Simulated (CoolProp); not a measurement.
Saturated liquid density (kg/m³) of R125: the reference equation beside estimates from Tc = 339.2 K, pc = 3618 kPa, ω = 0.305. Rackett uses Z = 0.29056 − 0.08775 ω.

Computed with CoolProp (reference Helmholtz-energy equation of state, Lemmon 2005).

```
T (K)  reference  Rackett  van der Waals  Redlich-Kwong  Soave-Redlich-Kwong  Peng-Robinson
-----  ---------  -------  -------------  -------------  -------------------  -------------
246.6       1433     1464          857.7           1236                 1301           1474
251.9       1412     1442          844.8           1213                 1279           1450
257.1       1390     1419          831.8           1190                 1256           1425
262.3       1368     1396          818.3           1166                 1233           1398
267.6       1345     1372          804.1           1140                 1207           1370
272.8       1321     1347          789.5           1114                 1181           1340
278         1297     1321          774.3           1087                 1153           1309
283.2       1271     1295          758.4           1058                 1123           1275
288.5       1244     1266          741.4           1027                 1092           1239
293.7       1215     1237          723.8          995.7                 1058           1201
```

Absolute difference from the reference over all 10 rows, mean and median: Rackett 2.0 and 2.0 %, van der Waals 40.3 and 40.2 %, Redlich-Kwong 15.6 and 15.5 %, Soave-Redlich-Kwong 10.7 and 10.4 %, Peng-Robinson 1.6 and 1.6 %.
